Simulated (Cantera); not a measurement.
What does this Cantera script print?

```python
import numpy as np
import cantera as ct

gas_names = [...]  # 95 gases of nasa_gas.yaml made of C, F, H
cond_names = """
    C(gr) C6H6(L) C7H8(L) C8H18(L),n-octa
""".split()


# ... load() reads the species with a 1 bar reference pressure and builds the phases ...
atoms = {
    'c-C4F8': {'C': 4, 'F': 8},
    'H2': {'H': 2},
}
top_T = {'C(gr)': 4500}  # K; cautious upper limits of use, not melting points


# ... equilibrate(T, P, feed) seeds the gas with the atoms and calls Mixture.equilibrate('TP', solver="gibbs", rtol=1e-10, max_steps=50000) ...
results = []
feed = {'c-C4F8': 1, 'H2': 0.033}  # mol
P = 550  # Pa
for T in [675, 875, 1075, 1275, 1475, 1675, 1875, 2075, 2275, 2475, 2675, 2875, 3075, 3275]:
    mix = equilibrate(T, P, feed)
    results.append((T, P, feed, dict(zip(mix.species_names, mix.species_moles))))

top = {s: max(r[3][s] / sum(r[3][g] for g in gas_names) for r in results) for s in gas_names}
cols = sorted((s for s in top if top[s] > 0.001), key=lambda s: -top[s])[:5]
seen = [c for c in cond_names if any(r[3].get(c, 0) > 1e-12 for r in results)]
print("log10 of partial pressures in bar; condensed amounts in mol")
print(f"{'T/K':>10s}" + "".join(f"{s[:9]:>10s}" for s in cols + seen))
for T, P, feed, n in results:
    ng = sum(n[g] for g in gas_names)
    print(f"{T:10.4g}" + "".join(f"{np.log10(max(n[s] / ng * P / 1e5, 1e-99)):10.3f}" for s in cols)
          + "".join(f"{n.get(c, 0):10.4g}" for c in seen))
```

Result:

```
log10 of partial pressures in bar; condensed amounts in mol
       T/K       CF4         F       CF2        C3        CF     C(gr)
       675    -2.274   -19.710   -17.539   -53.377   -30.824     2.016
       875    -2.274   -14.134   -12.516   -38.515   -22.175     2.016
      1075    -2.274   -10.627    -9.374   -29.210   -16.753     2.016
      1275    -2.274    -8.218    -7.228   -22.847   -13.041     2.016
      1475    -2.274    -6.460    -5.671   -18.228   -10.343     2.016
      1675    -2.277    -5.122    -4.494   -14.727    -8.295     2.011
      1875    -2.304    -4.075    -3.585   -11.986    -6.695     1.972
      2075    -2.452    -3.261    -2.919    -9.785    -5.439     1.794
      2275    -3.048    -2.708    -2.611    -7.980    -4.526     1.441
      2475    -4.368    -2.449    -2.766    -6.474    -3.969     1.956
      2675    -5.973    -2.349    -3.141    -5.201    -3.618     2.728
      2875    -7.617    -2.329    -3.598    -4.111    -3.384     2.678
      3075    -9.353    -2.379    -4.169    -3.278    -3.286         0
      3275   -10.950    -2.376    -4.837    -3.324    -3.414         0
```

Equilibrium computed with Cantera from the NASA thermochemical tables; the gas is ideal and each condensed phase is pure. The feed counts by its element totals alone. Condensed phases not in the tables: fluorocarbon polymer. Gases not in the tables: C2F6 and larger saturated fluorocarbons.
